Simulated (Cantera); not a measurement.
A closed system holds: 1 mol borazine, 0.63 mol O₂, 2.6 mol N₂, at 1623 K and 0.100 bar.

Equilibrium computed with Cantera from the NASA thermochemical tables; the gas is ideal and each condensed phase is pure. Candidate condensed phases: B, BN, B₂O₃, B₃O₃H₃, H₂O; 39 gas species. The feed counts by its element totals alone. Mutual solubility and eutectic melting of coexisting phases are not modelled. Gases not in the tables: H₃BO₃. Rates play no part.

Base state: N₂ 0.497, H₂ 0.488, HBO₂ 0.00760, HBO 0.00309, B₂O₃ 0.00220, H₂O 0.00133, H 0.000153, B₂O₂ 0.000107 (mole fractions); condensed: BN(s) + B₂O₃(l).

**Question.** What changes in the equilibrium state with this change: temperature from 1623 K to 1348.15 K?

**Answer.** 
```csv
species,before,after
N₂,0.497,0.501
H₂,0.488,0.497
H₂O,0.00133,0.00153
HBO₂,0.00760,0.000663
B₂O₂,0.000107,4.04e-8
BO,2.13e-5,1.42e-8
B₂O₃,0.00220,6.71e-6
HBO,0.00309,4.13e-5
H,0.000153,5.17e-6
"BN(s), mol",2.17,2.17
"B₂O₃(l), mol",0.367,0.414
```

**Question.** What changes in the equilibrium state with this change: temperature from 1623 K to 1823.15 K?

**Answer.** 
```
species         before     after
------------  --------  --------
N₂               0.497     0.469
H₂               0.488     0.437
B₂O₃           0.00220    0.0366
HBO            0.00309    0.0271
HBO₂           0.00760    0.0217
B₂O₂          0.000107   0.00613
BO             2.13e-5  0.000977
H             0.000153  0.000907
BN(s), mol        2.17      2.12
B₂O₃(l), mol     0.367         0
```
